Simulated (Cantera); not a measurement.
## Carbon deposition, reforming and gasification: C6H6 + NH3 + H2

Input: 1 mol C6H6, 1.5 mol NH3, 18 mol H2, held at 46.0 Pa.

Method: chemical equilibrium by Gibbs-energy minimisation in Cantera with the NASA 1993 tables (ideal gas, pure condensed phases). Candidate condensed phases: C, C6H6, C7H8, C8H18; 110 gas species. Ions and electrons are included (thermal ionisation). Equilibrium is a limit: real reactors are often held back by kinetics, nucleation or transport.

From 1727 °C to 2227 °C the condensed part is C(graphite). From 2727 °C to 4727 °C nothing is condensed. The main C-bearing gas is HCN at 1727 °C and C at 4727 °C.

```
T (°C)     x H      x H2       x C      x N2      x N      x C3      x C2  n C(graphite)
------  ------  --------  --------  --------  -------  --------  --------  -------------
1727    0.0718     0.896   6.62e-8    0.0289  7.15e-9   6.02e-8   5.10e-9           5.90
2227     0.657     0.314  0.000362    0.0177  1.81e-6   0.00108   9.96e-5           5.35
2727     0.903    0.0150    0.0347    0.0119  7.09e-5    0.0212   0.00684              0
3227     0.875   0.00101     0.105    0.0120  0.00113  0.000276   0.00189              0
3727     0.870  0.000137     0.111   0.00955  0.00809   1.01e-6  0.000152              0
4227     0.863   2.87e-5     0.111   0.00278   0.0221   1.14e-8   1.95e-5              0
4727     0.861   8.24e-6     0.110  0.000308   0.0271  3.06e-10   3.72e-6              0
```
x: gas mole fraction; n: condensed amount in mol.
